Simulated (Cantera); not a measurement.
A closed system holds: 1 mol Cu, 1.9 mol CO2, 4.9 mol H2, equilibrated at 0.100 bar.

Method: chemical equilibrium by Gibbs-energy minimisation in Cantera with the NASA 1993 tables (ideal gas, pure condensed phases). Candidate condensed phases: C, C6H6, C7H8, C8H18, Cu, CuO, Cu(OH)2, Cu2O, H2O; 113 gas species. Equilibrium is a limit: real reactors are often held back by kinetics, nucleation or transport.

x: gas mole fraction; n: condensed amount in mol.

```
T (°C)   x H2   x CO  x H2O   x CO2      x Cu      x H    x CH4  n Cu(s)  n Cu(l)
------  -----  -----  -----  ------  --------  -------  -------  -------  -------
727     0.534  0.186  0.186  0.0932  1.56e-10  5.25e-9  5.75e-5     1.00        0
777     0.526  0.195  0.195  0.0848   1.05e-9  1.86e-8  1.51e-5     1.00        0
827     0.519  0.202  0.202  0.0775   5.95e-9  5.89e-8  4.48e-6     1.00        0
877     0.512  0.208  0.208  0.0712   2.89e-8  1.69e-7  1.48e-6     1.00        0
927     0.507  0.214  0.214  0.0657       ___      ___      ___    1.000        0
977     0.502  0.219  0.219  0.0608   4.64e-7  1.08e-6  2.09e-7    1.000        0
1027    0.498  0.223  0.223  0.0566       ___      ___      ___    1.000        0
1077    0.494  0.227  0.227  0.0529   4.89e-6  5.30e-6  3.98e-8    1.000        0
1127    0.491  0.230  0.230  0.0496   1.35e-5  1.08e-5  1.90e-8        0    1.000
1177    0.488  0.233  0.233  0.0467   3.44e-5  2.09e-5  9.56e-9        0    1.000
1227    0.485  0.235  0.235  0.0441   8.22e-5  3.88e-5  5.04e-9        0    0.999
1277    0.483  0.238  0.238  0.0418  0.000186  6.92e-5  2.77e-9        0    0.999
```

Q: Complete the blanks.

A: 
- 1027, x Cu: 1.58e-6
- 1027, x H: 2.47e-6
- 1027, x CH4: 8.84e-8
- 927, x Cu: 1.23e-7
- 927, x H: 4.44e-7
- 927, x CH4: 5.34e-7
